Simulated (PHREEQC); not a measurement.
1 kg of water holding 0.15 mol NaCl meets 20 L of dry gas (H2 1 by moles) at fixed total pressure, at 1 atm; fugacities by Peng-Robinson. The gases take part in no redox reaction, some water evaporates into the gas, and hydrates or a liquid gas phase aren't modelled. Nothing may precipitate in this run.

Computed with PHREEQC (ion-association model, phreeqc.dat).

| T (°C) | dissolved H2 (mol/kgw) | φ of H2 |
|---|---|---|
| 10 | 0.000841 | 1.000 |
| 20 | 0.000771 | 1.000 |
| 30 | 0.000715 | 1.000 |
| 40 | 0.000668 | 1.000 |
| 50 | 0.000620 | 1.000 |
| 60 | 0.000565 | 1.001 |
| 70 | 0.000491 | 1.001 |
| 80 | 0.000385 | 1.002 |

Species that the database lacks are ignored. Constants without temperature data keep their 25 °C values here.
